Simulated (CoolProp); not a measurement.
Model: reference Helmholtz-energy equation of state, Akasaka 2024, in CoolProp.

Task: Give the vapour pressure (kPa), liquid density (kg/m³), vapour density (kg/m³), enthalpy of vaporisation (kJ/kg) of saturated R1132(E) at 280.5 K.

Result: 
```json
[
 {"T (K)": "280.5", "p (kPa)": "1020", "liquid density (kg/m³)": "979", "vapour density (kg/m³)": "33.6", "enthalpy of vaporisation (kJ/kg)": "241"}
]
```
